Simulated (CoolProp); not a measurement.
Vapour-liquid equilibrium of acetone (1) + ethanol (2) at -1.55 °C; x and y are mole fractions of (1).

Values from CoolProp's multi-fluid Helmholtz-energy mixture model, Lemmon 2006 and Schroeder 2014; pair parameters Bell 2016.

Question: Give the bubble pressure and the first vapour's composition at x = 0.35, 0.5, 0.65. Is there an azeotrope?

Answer: x = 0.35: 0.05352 bar, y = 0.805; x = 0.5: 0.06186 bar, y = 0.855; x = 0.65: 0.06884 bar, y = 0.894. No azeotrope shows between x = 0.05 and 0.95.

Pair parameters are fitted to limited data, so mixtures are less certain than the pure fluids.
